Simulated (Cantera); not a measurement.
A closed system holds: 1 mol B₂O₃, 23 mol HF, 62 mol N₂, held at 13.3 mbar.

These are equilibrium values from Cantera (NASA tables, ideal gas, pure condensed phases), not measurements of a reactor. Candidate condensed phases: B, BN, B₂O₃, B₃O₃H₃, H₂O; 62 gas species. Gases not in the tables: H₃BO₃. Kinetics and transport are ignored.

x: gas mole fraction; nothing condenses.

| T (K) | x N₂ | x HF | x H₂O | x BF₃ | x BOF |
|---|---|---|---|---|---|
| 1150 | 0.738 | 0.203 | 0.0351 | 0.0232 | 0.000540 |
| 1250 | 0.736 | 0.208 | 0.0323 | 0.0206 | 0.00299 |
| 1350 | 0.732 | 0.218 | 0.0263 | 0.0148 | 0.00844 |
| 1450 | 0.727 | 0.229 | [?] | [?] | [?] |
| 1550 | 0.724 | 0.237 | 0.0156 | 0.00441 | 0.0185 |
| 1650 | 0.722 | 0.241 | 0.0131 | 0.00204 | 0.0208 |
| 1750 | 0.721 | 0.243 | 0.0118 | [?] | 0.0219 |
| 1850 | 0.721 | 0.244 | 0.0110 | 0.000429 | 0.0224 |

Complete the blanks.


- 1450, x H₂O: 0.0200
- 1450, x BF₃: 0.00870
- 1450, x BOF: 0.0143
- 1750, x BF₃: 0.000919
